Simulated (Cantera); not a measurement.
## Diamond growth

A diamond (100) surface in a fixed gas of H2 with x(CH4) = 0.0023, x(H) = 0.00088, x(CH3) = 0.00032, 0.200 bar; coverages are run to steady state.

Model: the Harris–Goodwin 1993 mechanism for the reconstructed diamond (100) surface, integrated in Cantera.

| T (K) | growth (µm/h) | θ c6HH | θ c6H* | θ c6*H | θ c6** | θ c6HM |
|---|---|---|---|---|---|---|
| 900 | 14.1 | 0.508 | 0.00762 | 0.213 | 0.00285 | 0.216 |
| 950 | 19.2 | 0.498 | 0.0108 | 0.255 | 0.00447 | 0.177 |
| 1000 | 24.3 | 0.486 | 0.0146 | 0.298 | 0.00662 | 0.142 |
| 1050 | 27.9 | 0.476 | 0.0191 | 0.341 | 0.00934 | 0.107 |
| 1100 | 27.1 | 0.470 | 0.0243 | 0.385 | 0.0127 | 0.0706 |
| 1150 | 21.2 | 0.465 | 0.0302 | 0.427 | 0.0164 | 0.0374 |
| 1200 | 14.4 | 0.455 | 0.0359 | 0.459 | 0.0200 | 0.0163 |
| 1250 | 9.89 | 0.442 | 0.0412 | 0.479 | 0.0231 | 0.00635 |
| 1300 | 7.80 | 0.430 | 0.0459 | 0.490 | 0.0257 | 0.00239 |
| 1350 | 6.81 | 0.422 | 0.0503 | 0.495 | 0.0277 | 0.000906 |
| 1400 | 5.74 | 0.417 | 0.0542 | 0.496 | 0.0293 | 0.000346 |
θ: site fractions in the mechanism's names (c6HH fully hydrogenated, c6H* and c6*H radical sites, c6** diradical, c6HM methylated).
